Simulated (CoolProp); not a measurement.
Decamethyltetrasiloxane (MD2M) along the isobar 1.32 MPa: fugacity coefficient from the reference equation and from simpler models built on Tc = 599.4 K, pc = 1.144 MPa, ω = 0.635; each cubic takes its own stable root.

Computed with CoolProp (reference Helmholtz-energy equation of state, Thol 2017).

```json
[
 {"T (K)": "295", "phase": "liquid", "reference": "3.745e-5", "van der Waals": "0.02942", "Redlich-Kwong": "0.001982", "Soave-Redlich-Kwong": "4.688e-5", "Peng-Robinson": "5.668e-5"},
 {"T (K)": "312.1", "phase": "liquid", "reference": "0.0001371", "van der Waals": "0.04169", "Redlich-Kwong": "0.004210", "Soave-Redlich-Kwong": "0.0001606", "Peng-Robinson": "0.0001861"},
 {"T (K)": "329.2", "phase": "liquid", "reference": "0.0004217", "van der Waals": "0.05691", "Redlich-Kwong": "0.008086", "Soave-Redlich-Kwong": "0.0004706", "Peng-Robinson": "0.0005265"},
 {"T (K)": "346.4", "phase": "liquid", "reference": "0.001128", "van der Waals": "0.07534", "Redlich-Kwong": "0.01433", "Soave-Redlich-Kwong": "0.001216", "Peng-Robinson": "0.001321"},
 {"T (K)": "363.5", "phase": "liquid", "reference": "0.002653", "van der Waals": "0.09686", "Redlich-Kwong": "0.02360", "Soave-Redlich-Kwong": "0.002792", "Peng-Robinson": "0.002960"},
 {"T (K)": "380.6", "phase": "liquid", "reference": "0.005629", "van der Waals": "0.1216", "Redlich-Kwong": "0.03663", "Soave-Redlich-Kwong": "0.005828", "Peng-Robinson": "0.006056"},
 {"T (K)": "397.7", "phase": "liquid", "reference": "0.01093", "van der Waals": "0.1494", "Redlich-Kwong": "0.05408", "Soave-Redlich-Kwong": "0.01120", "Peng-Robinson": "0.01145"},
 {"T (K)": "414.8", "phase": "liquid", "reference": "0.01968", "van der Waals": "0.1803", "Redlich-Kwong": "0.07644", "Soave-Redlich-Kwong": "0.02005", "Peng-Robinson": "0.02021"},
 {"T (K)": "431.9", "phase": "liquid", "reference": "0.03317", "van der Waals": "0.2140", "Redlich-Kwong": "0.1041", "Soave-Redlich-Kwong": "0.03369", "Peng-Robinson": "0.03358"},
 {"T (K)": "449", "phase": "liquid", "reference": "0.05281", "van der Waals": "0.2503", "Redlich-Kwong": "0.1372", "Soave-Redlich-Kwong": "0.05359", "Peng-Robinson": "0.05293"},
 {"T (K)": "466.1", "phase": "liquid", "reference": "0.07994", "van der Waals": "0.2891", "Redlich-Kwong": "0.1757", "Soave-Redlich-Kwong": "0.08117", "Peng-Robinson": "0.07958"},
 {"T (K)": "483.2", "phase": "liquid", "reference": "0.1158", "van der Waals": "0.3298", "Redlich-Kwong": "0.2195", "Soave-Redlich-Kwong": "0.1177", "Peng-Robinson": "0.1147"},
 {"T (K)": "500.3", "phase": "liquid", "reference": "0.1612", "van der Waals": "0.3723", "Redlich-Kwong": "0.2680", "Soave-Redlich-Kwong": "0.1641", "Peng-Robinson": "0.1593"},
 {"T (K)": "517.4", "phase": "liquid", "reference": "0.2168", "van der Waals": "0.4162", "Redlich-Kwong": "0.3207", "Soave-Redlich-Kwong": "0.2209", "Peng-Robinson": "0.2136"},
 {"T (K)": "534.6", "phase": "liquid", "reference": "0.2829", "van der Waals": "0.4612", "Redlich-Kwong": "0.3771", "Soave-Redlich-Kwong": "0.2881", "Peng-Robinson": "0.2780"},
 {"T (K)": "551.7", "phase": "liquid", "reference": "0.3581", "van der Waals": "0.5064", "Redlich-Kwong": "0.4355", "Soave-Redlich-Kwong": "0.3640", "Peng-Robinson": "0.3506"}
]
```
